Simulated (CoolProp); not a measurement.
Vapour pressure (bar) of R113: the reference equation beside estimates from Tc = 487.2 K, pc = 33.92 bar, ω = 0.253. Clausius-Clapeyron is anchored at 271.4 K with a constant enthalpy of vaporisation of 29.84 kJ/mol.

The numbers come from the reference Helmholtz-energy equation of state, Marx 1992 in CoolProp.

```tsv
T (K)	reference	Clausius-Clapeyron	van der Waals
251	0.04582	0.04714	1.151
256.1	0.06158	0.06267	1.313
261.2	0.08163	0.08239	1.490
266.3	0.1068	0.1072	1.683
271.4	0.1381	0.1381	1.893
276.5	0.1765	0.1763	2.121
281.6	0.2233	0.2230	2.367
286.8	0.2808	0.2809	2.637
```

Absolute difference from the reference over all 8 rows, mean and median: Clausius-Clapeyron 0.8 and 0.3 %, van der Waals 1477.1 and 1373.3 %.
